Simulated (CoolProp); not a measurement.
A single-stage vapour-compression cycle with the fluid: evaporating at 293.15 K (dew point), condensing at 342.15 K (bubble point), superheat 5 K, subcooling 5 K, compressor efficiency 0.9, no pressure losses. The same conditions are run with several fluids, on thermodynamics alone (safety and materials aside).

The numbers come from the reference Helmholtz-energy equation of state of each fluid (benzene: Thol 2012; propane: Lemmon 2009; chlorine: Thol 2021; chloromethane (R40): Thol 2014; R113: Marx 1992; R21: Platzer 1990) in CoolProp. The equations of Platzer and Polt are older, rougher fits.

Task: Rank benzene, propane, chlorine, chloromethane (R40), R113, R21 by cooling COP, highest first.

Result: benzene (4.85), R21 (4.68), R113 (4.58), chloromethane (R40) (4.49), chlorine (4.42), propane (3.87)

```csv
fluid,pressure ratio,discharge temperature (K),refrigerating effect (kJ/kg),volumetric capacity (kJ/m³)
benzene,7.09,363.7,364,116
propane,3.03,353.4,225,3950
chlorine,3.22,407.3,209,4450
chloromethane (R40),3.50,390.3,311,3470
R113,5.34,342.1,115,325
R21,4.29,371.6,189,1260
```

The compression ends wet for: R113.
